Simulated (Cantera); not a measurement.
Input (Python, Cantera) and output of one run.

```python
import numpy as np
import cantera as ct

gas_names = [...]  # 109 gases of nasa_gas.yaml made of C, Cl, H, Si
cond_names = """
    C(gr) C6H6(L) C7H8(L) C8H18(L),n-octa Si(cr) Si(L) SiC(b)
""".split()


# ... load() reads the species with a 1 bar reference pressure and builds the phases ...
atoms = {
    'SiH2Cl2': {'Si': 1, 'H': 2, 'CL': 2},
    'C2H2': {'C': 2, 'H': 2},
    'H2': {'H': 2},
}
top_T = {'C(gr)': 4500, 'SiC(b)': 3050}  # K; cautious upper limits of use, not melting points


# ... equilibrate(T, P, feed) seeds the gas with the atoms and calls Mixture.equilibrate('TP', solver="vcs", rtol=1e-11, max_steps=5000) ...
results = []
feed = {'SiH2Cl2': 1, 'C2H2': 0.032, 'H2': 1000}  # mol
T = 2400  # K
P = 50000  # Pa
mix = equilibrate(T, P, feed)
results.append((T, P, feed, dict(zip(mix.species_names, mix.species_moles))))
print(gas.report(threshold=0.001))
for i in range(1, mix.n_phases):
    print(f"{mix.phase(i).name:16s} {mix.phase_moles(i):12.5e} mol")
```

Output:

```
       temperature   2400 K
          pressure   50000 Pa
           density   0.0052328 kg/m^3
  mean mol. weight   2.0884 kg/kmol
   phase of matter   gas

                          1 kg             1 kmol
                     ---------------   ---------------
          enthalpy        3.4228e+07        7.1481e+07  J
   internal energy        2.4673e+07        5.1526e+07  J
           entropy             96243        2.0099e+05  J/K
    Gibbs function       -1.9676e+08        -4.109e+08  J
 heat capacity c_p             16817             35121  J/K
 heat capacity c_v             12836             26807  J/K

                      mass frac. Y      mole frac. X     chem. pot. / RT
                     ---------------   ---------------   ---------------
                 H           0.01072           0.02221           -10.398
               HCL          0.033746          0.001933           -38.497
                H2           0.94103           0.97481           -20.795
     [ +106 minor]          0.014507         0.0010435

C(gr)             0.00000e+00 mol
Si(L)             0.00000e+00 mol
SiC(b)            0.00000e+00 mol
```

Method: chemical equilibrium by Gibbs-energy minimisation in Cantera with the NASA 1993 tables (ideal gas, pure condensed phases). Gases not in the tables: Si2H6 and higher silanes.
